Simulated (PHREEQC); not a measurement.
PHREEQC input (ion-association model, wateq4f.dat):

```
SOLUTION 1
  temp 25
  units mol/kgw
  pH 7 charge
  F 0.089035
  Na 3.5e-05
  S(6) 0.00021
SOLUTION 2
  temp 25
  units mol/kgw
  pH 7 charge
  S(6) 0.012
  K 0.012
  C(4) 0.06
  Na 0.12
END
SELECTED_OUTPUT 1
  -reset false
  -pH true
  -pe true
  -ionic_strength true
  -water true
  -totals C F K Na S C(-4) C(4) S(-2) S(6)
  -molalities H+ CO3-2 F- K+ Na+ SO4-2 CO2 HCO3- NaCO3- NaHCO3
    NaSO4- KSO4- HSO4- H2S HS- S-2 O2 OH- HF HF2-
    H2F2 NaF
  -equilibrium_phases Mirabilite Nahcolite Natron
PRINT
  -reset false
MIX 1
  1 1
  2 0
EQUILIBRIUM_PHASES 1
  Mirabilite 0 0
  Nahcolite 0 0
  Natron 0 0
  O2(g) -0.68 10
END
# ... the last block is repeated for the other 10 points of share of solution B
```

Selected output (columns that matter, 11 of 11 rows; share of solution B added in front):

```
share of solution B	pH	mu	C	F	K	Na	S	m_H+	m_CO3-2	m_F-	m_K+	m_Na+	m_SO4-2	m_CO2
0	2.1389	0.0080664	0	0.089035	0	3.5e-05	0.00021	0.0078948	0	0.0061474	0	3.4882e-05	0.00013669	0
0.1	2.4905	0.017847	0.0059993	0.080123	0.0011999	0.01203	0.0013888	0.0036171	1.9939e-14	0.011932	0.0011944	0.011928	0.0011073	0.0059984
0.2	2.8261	0.029987	0.011997	0.071213	0.0023995	0.024023	0.0025674	0.0017072	2.1034e-13	0.020074	0.0023802	0.023689	0.0022103	0.011993
0.3	3.1874	0.042942	0.017994	0.062304	0.0035988	0.036013	0.0037458	0.00075538	1.8253e-12	0.029837	0.0035597	0.035322	0.0033052	0.017979
0.4	3.7576	0.056133	0.02399	0.053398	0.0047979	0.048	0.0049239	0.00020579	3.6153e-11	0.041043	0.0047344	0.046828	0.0043653	0.023913
0.5	5.9022	0.069512	0.029989	0.044501	0.0059978	0.059995	0.0061027	1.4906e-06	6.464e-07	0.043506	0.0059068	0.058242	0.0053609	0.020627
0.6	6.8547	0.082997	0.035995	0.035609	0.0071991	0.072005	0.0072831	1.6776e-07	1.8585e-05	0.034762	0.0070784	0.069601	0.0062984	0.006989
0.7	9.1237	0.098721	0.042	0.02671	0.0084	0.08401	0.008463	9.1075e-10	0.0043452	0.026021	0.0082475	0.078882	0.0072459	4.4783e-05
0.8	9.6866	0.11649	0.048	0.017807	0.0096	0.096007	0.009642	2.5119e-10	0.012904	0.017323	0.0094141	0.085963	0.0082119	9.4202e-06
0.9	10.031	0.13386	0.054	0.0089035	0.0108	0.108	0.010821	1.1447e-10	0.021244	0.0086499	0.010578	0.09287	0.009168	3.0292e-06
1	10.367	0.15081	0.06	0	0.012	0.12	0.012	5.3102e-11	0.02932	0	0.01174	0.099638	0.010115	8.5283e-07
```

wateq4f.dat counts part of the HF as a dimer, H2F2, which phreeqc.dat doesn't know; its constant is uncertain.
